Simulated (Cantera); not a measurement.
A Cantera script and what it prints.

```python
import numpy as np
import cantera as ct

gas_names = [...]  # 113 gases of nasa_gas.yaml made of C, H, O, Ti
cond_names = """
    C(gr) C6H6(L) C7H8(L) C8H18(L),n-octa H2O(s) H2O(L) Ti(a) Ti(b) Ti(L) TiC(s) TiC(L) TiO(a) TiO(b)
    TiO(L) TiO2(ru) TiO2(L) Ti2O3(a) Ti2O3(b) Ti2O3(L) Ti3O5(a) Ti3O5(b) Ti3O5(L) Ti4O7(s) Ti4O7(L)
""".split()


# ... load() reads the species with a 1 bar reference pressure and builds the phases ...
atoms = {
    'Ti(OiPr)4': {'Ti': 1, 'C': 12, 'H': 28, 'O': 4},
    'H2O': {'H': 2, 'O': 1},
    'H2': {'H': 2},
}
top_T = {'C(gr)': 4500}  # K; cautious upper limits of use, not melting points


# ... equilibrate(T, P, feed) seeds the gas with the atoms and calls Mixture.equilibrate('TP', solver="vcs", rtol=1e-11, max_steps=5000) ...
results = []
feed = {'Ti(OiPr)4': 1, 'H2O': 0.36, 'H2': 65}  # mol
T = 1148  # K
P = 490  # Pa
mix = equilibrate(T, P, feed)
results.append((T, P, feed, dict(zip(mix.species_names, mix.species_moles))))
x = sorted(zip(gas.X, gas.species_names), reverse=True)
print(f"T = {T:g} K  P = {P:g} Pa  gas = {mix.phase_moles(0):.4g} mol")
print("   x: " + "  ".join(f"{s} {v:.3e}" for v, s in x if v > 1e-06))
print("   condensed (mol): " + ("  ".join(f"{mix.phase(i).name} {mix.phase_moles(i):.4g}"
      for i in range(1, mix.n_phases) if mix.phase_moles(i) > 1e-12) or "none"))
```

Output:

```
T = 1148 K  P = 490 Pa  gas = 83.71 mol
   x: H2 9.478e-01  CO 5.207e-02  CH4 1.047e-04  H2O 1.163e-05
   condensed (mol): C(gr) 6.632  TiC(s) 1
```

These are equilibrium values from Cantera (NASA tables, ideal gas, pure condensed phases), not measurements of a reactor. The feed counts by its element totals alone. TiC: taken at fixed stoichiometry.
